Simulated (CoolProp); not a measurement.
c-C4F8 (RC318) at 468.65 K and 0.464 MPa is throttled through a valve to 0.0395 MPa with no heat exchange. Each further row changes one setting.

Model: reference Helmholtz-energy equation of state, Platzer 1990, in CoolProp. This equation is an older, rougher fit.

```csv
case,temperature change (K),final density (kg/m³)
as stated,-1.9,2.04
outlet pressure 0.0118 MPa,-2.1,0.609
outlet pressure 0.0513 MPa,-1.9,2.65
```
